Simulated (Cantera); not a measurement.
**Ignition delay**

Mixture: CH4 : O2 : N2 : H2O = 1 : 3.57 : 13.4 : 2.9 (molar parts), at 3.06 atm, adiabatic and at constant pressure. Ignition delay is the time to a rise of 400 K.

Detailed kinetics in Cantera: GRI-Mech 3.0 (53 species, 325 reactions).

| T0 (K) | delay (ms) |
|---|---|
| 1200 | 14.2 |
| 1275 | 5.76 |
| 1350 | 2.46 |
| 1425 | 1.09 |
| 1500 | 0.506 |
| 1575 | 0.246 |

```
Quantity                                                 Value
--------------------------------------------------  ----------
apparent activation energy between 1425 and 1575 K  190 kJ/mol
```
